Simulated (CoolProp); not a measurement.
Vapour-liquid equilibrium of R113 (1) + n-heptane (2) at 7.06 bar; x and y are mole fractions of (1).

The numbers come from the multi-fluid Helmholtz-energy mixture model, Marx 1992 and Span 2003; pair parameters Bell 2016 in CoolProp.

```json
[
 {"x": "0.05", "bubble temperature, mixture model (°C)": "176.4", "bubble temperature, Raoult's law (°C)": "176.6", "y, mixture model": "0.120", "y, Raoult's law": "0.136"},
 {"x": "0.125", "bubble temperature, mixture model (°C)": "169.1", "bubble temperature, Raoult's law (°C)": "169.7", "y, mixture model": "0.275", "y, Raoult's law": "0.304"},
 {"x": "0.2", "bubble temperature, mixture model (°C)": "162.4", "bubble temperature, Raoult's law (°C)": "163.5", "y, mixture model": "0.404", "y, Raoult's law": "0.438"},
 {"x": "0.275", "bubble temperature, mixture model (°C)": "156.4", "bubble temperature, Raoult's law (°C)": "157.9", "y, mixture model": "0.510", "y, Raoult's law": "0.546"},
 {"x": "0.35", "bubble temperature, mixture model (°C)": "151.1", "bubble temperature, Raoult's law (°C)": "152.7", "y, mixture model": "0.597", "y, Raoult's law": "0.635"},
 {"x": "0.425", "bubble temperature, mixture model (°C)": "146.4", "bubble temperature, Raoult's law (°C)": "148.0", "y, mixture model": "0.670", "y, Raoult's law": "0.709"},
 {"x": "0.5", "bubble temperature, mixture model (°C)": "142.1", "bubble temperature, Raoult's law (°C)": "143.7", "y, mixture model": "0.731", "y, Raoult's law": "0.770"},
 {"x": "0.575", "bubble temperature, mixture model (°C)": "138.3", "bubble temperature, Raoult's law (°C)": "139.7", "y, mixture model": "0.784", "y, Raoult's law": "0.821"},
 {"x": "0.65", "bubble temperature, mixture model (°C)": "134.9", "bubble temperature, Raoult's law (°C)": "136.0", "y, mixture model": "0.830", "y, Raoult's law": "0.865"},
 {"x": "0.725", "bubble temperature, mixture model (°C)": "131.7", "bubble temperature, Raoult's law (°C)": "132.6", "y, mixture model": "0.871", "y, Raoult's law": "0.902"},
 {"x": "0.8", "bubble temperature, mixture model (°C)": "128.8", "bubble temperature, Raoult's law (°C)": "129.4", "y, mixture model": "0.909", "y, Raoult's law": "0.934"},
 {"x": "0.875", "bubble temperature, mixture model (°C)": "126.0", "bubble temperature, Raoult's law (°C)": "126.3", "y, mixture model": "0.944", "y, Raoult's law": "0.962"},
 {"x": "0.95", "bubble temperature, mixture model (°C)": "123.4", "bubble temperature, Raoult's law (°C)": "123.5", "y, mixture model": "0.978", "y, Raoult's law": "0.986"}
]
```

The largest gap from Raoult's law is -1.6 K in bubble temperature, at x = 0.425. No azeotrope shows between x = 0.05 and 0.95.

The pair parameters rest on a limited set of measurements; away from them the model extrapolates.
